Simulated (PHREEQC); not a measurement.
Solution (25 °C): 0.029 mol/kgw HF, 0.27 mol/kgw KF, 2.1e-06 mol/kgw H4SiO4 and 0.0003 mol/kgw H3PO4. Closed to the air; pH follows from the charge balance.

Equilibrium calculation in PHREEQC: ion-association model, wateq4f.dat.

Precipitation was switched off in this run.

Order these F species by the share of F that they hold, largest first: HF, F-, H2F2, HF2-.

F- (85 %), HF2- (9.6 %), HF (4.6 %), H2F2 (0.35 %)

The pH is 4.25 and the ionic strength 0.270 mol/kgw. H3PO4, which wateq4f.dat lacks, is added to it with the constant of phreeqc.dat. SiF6-2 is the database's only silicon fluoride.
